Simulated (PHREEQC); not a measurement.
0.079 g of hydrous ferric oxide (600 m²/g; 0.2 weak and 0.005 strong sites per Fe, Dzombak-Morel constants, diffuse double layer) in 1 kg of water with 0.001 mol/kgw of an inert sodium salt, at 25 °C; the pH is set by adding NaOH or the inert anion's acid. Oxygen is held at 0.21 atm. No CO2 enters from the air. Precipitation was switched off in this run.

Base run: PHREEQC, ion-association model, wateq4f.dat. Each further column changes one thing. The table gives surface charge σ (C/m²).

| pH | base | background salt from 0.001 to 0.0001 mol/kgw | oxide from 0.079 to 0.4 g/kgw | 2.3e-05 mol/kgw NiCl2 added |
|---|---|---|---|---|
| 4 | 0.118 | ___ | 0.122 | 0.120 |
| 4.5 | 0.078 | 0.036 | 0.080 | 0.080 |
| 5 | 0.050 | 0.020 | 0.051 | 0.052 |
| 5.5 | 0.031 | 0.011 | 0.032 | 0.032 |
| 6 | 0.019 | 0.006 | 0.019 | 0.020 |
| 6.5 | 0.011 | 0.004 | 0.011 | 0.012 |
| 7 | 0.006 | 0.002 | 0.006 | 0.007 |
| 7.5 | 0.003 | 0.001 | 0.003 | 0.004 |
| 8 | 0.000 | 0.000 | 0.000 | 0.002 |
| 8.5 | -0.002 | -0.001 | -0.002 | -0.001 |
| 9 | -0.004 | -0.001 | -0.004 | -0.003 |
| 9.5 | -0.008 | -0.003 | -0.009 | -0.006 |
| 10 | -0.015 | ___ | ___ | -0.012 |

### Question
Fill in the missing entries.

### Answer

- 4, background salt from 0.001 to 0.0001 mol/kgw: 0.067
- 10, background salt from 0.001 to 0.0001 mol/kgw: -0.007
- 10, oxide from 0.079 to 0.4 g/kgw: -0.016
